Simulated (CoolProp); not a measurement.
Vapour pressure (bar) of R123: the reference equation beside estimates from Tc = 456.8 K, pc = 36.62 bar, ω = 0.282.

Values from CoolProp's reference Helmholtz-energy equation of state, Younglove 1994. It is a modified Benedict-Webb-Rubin equation, recast in Helmholtz form.

```csv
T (K),reference,Lee-Kesler,van der Waals
309.3,1.358,1.354,6.179
326.8,2.373,2.377,8.193
344.3,3.890,3.905,10.59
361.8,6.045,6.073,13.40
379.3,8.990,9.025,16.63
396.8,12.89,12.92,20.32
414.3,17.93,17.96,24.48
431.8,24.34,24.38,29.11
449.3,32.44,32.49,34.25
```

Absolute difference from the reference over all 9 rows, mean and median: Lee-Kesler 0.3 and 0.2 %, van der Waals 122.1 and 85.0 %.
